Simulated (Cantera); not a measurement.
A closed system holds: 1 mol V₂O₃, 16 mol H₂, 0.2 mol H₂O, equilibrated at 0.100 bar.

These are equilibrium values from Cantera (NASA tables, ideal gas, pure condensed phases), not measurements of a reactor. Candidate condensed phases: H₂O, V, VO, V₂O₃, V₂O₄, V₂O₅; 12 gas species. Condensed phases not in the tables: the oxides between V₂O₃ and V₂O₅ other than VO₂. Kinetics and transport are ignored. All values below are at 1400 K.

Base state: H₂ 0.988, H₂O 0.0123, H 1.53e-5 (mole fractions); condensed: V₂O₃(s).

Task: What changes in the equilibrium state with this change: V₂O₃ replaced by Fe₂O₃?

Result: 
```tsv
species	before	after
H₂	0.988	0.802
H₂O	0.0123	0.198
H	1.53e-5	1.38e-5
V₂O₃(s), mol	1.00	0
Fe(γ), mol	0	2.00
```
Further candidate phases: Fe, FeO, Fe(OH)₂, Fe(OH)₃, Fe₂O₃, Fe₃O₄.
